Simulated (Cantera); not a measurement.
A Cantera script and what it prints.

```python
import numpy as np
import cantera as ct

gas_names = """
    B BN BO BO2 B2 B2O B2O2 B2O3 N NO NO2 NO3 N2 N2O O O2 O3
""".split()
cond_names = """
    B(b) B(L) BN(s) B2O3(L)
""".split()


# ... load() reads the species with a 1 bar reference pressure and builds the phases ...
atoms = {
    'B2O3': {'B': 2, 'O': 3},
    'N2': {'N': 2},
}
top_T = {'BN(s)': 3200}  # K; cautious upper limits of use, not melting points


# ... equilibrate(T, P, feed) seeds the gas with the atoms and calls Mixture.equilibrate('TP', solver="vcs", rtol=1e-11, max_steps=5000) ...
results = []
feed = {'B2O3': 1, 'N2': 0.36}  # mol
T = 1023  # K
P = 72  # Pa
mix = equilibrate(T, P, feed)
results.append((T, P, feed, dict(zip(mix.species_names, mix.species_moles))))
x = sorted(zip(gas.X, gas.species_names), reverse=True)
print(f"T = {T:g} K  P = {P:g} Pa  gas = {mix.phase_moles(0):.4g} mol")
print("   x: " + "  ".join(f"{s} {v:.3e}" for v, s in x if v > 0.0001))
print("   condensed (mol): " + ("  ".join(f"{mix.phase(i).name} {mix.phase_moles(i):.4g}"
      for i in range(1, mix.n_phases) if mix.phase_moles(i) > 1e-12) or "none"))
```

Result:

```
T = 1023 K  P = 72 Pa  gas = 0.36 mol
   x: N2 1.000e+00
   condensed (mol): BN(s) 3.586e-11  B2O3(L) 1
```

These are equilibrium values from Cantera (NASA tables, ideal gas, pure condensed phases), not measurements of a reactor.
